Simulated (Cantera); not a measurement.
An isothermal, constant-pressure homogeneous reactor starts with 2.48 % H₂, 40.6 % O₂, 56.9 % N₂, at 1350 K and 0.975 Torr.

Model: the H2/O2 subset of GRI-Mech 3.0, which has no nitrogen chemistry, integrated in Cantera. Radical loss at walls, strong at low pressure, is not modelled.

x: mole fraction; the columns are a selection and need not sum to one.

```tsv
t (s)	x H₂	x O₂	x OH	x HO₂	x H
4.00e-5	0.0248	0.406	1.51e-11	4.48e-10	4.33e-10
0.000131	0.0248	0.406	1.51e-10	1.47e-9	1.32e-9
0.000429	0.0248	0.406	1.33e-9	4.80e-9	3.60e-9
0.00141	0.0248	0.406	9.58e-9	1.57e-8	9.60e-9
0.00461	0.0248	0.406	9.47e-8	5.14e-8	5.99e-8
0.0151	0.0247	0.406	1.84e-5	1.64e-7	1.09e-5
0.0494	0.000564	0.386	0.00271	8.74e-8	0.00366
0.162	0.000471	0.386	0.00255	8.49e-8	0.00348
0.530	0.000462	0.386	0.00253	8.45e-8	0.00337
1.74	0.000435	0.387	0.00246	8.31e-8	0.00305
5.69	0.000359	0.389	0.00224	7.84e-8	0.00222
18.6	…	0.393	…	…	…
61.1	5.48e-5	0.397	0.000884	3.44e-8	0.000122
200	8.10e-6	0.399	0.000341	1.10e-8	6.82e-6
```

Question: Some entries are withheld; supply them.

Answer: 
- 18.6, x H₂: 0.000202
- 18.6, x OH: 0.00169
- 18.6, x HO₂: 6.39e-8
- 18.6, x H: 0.000895
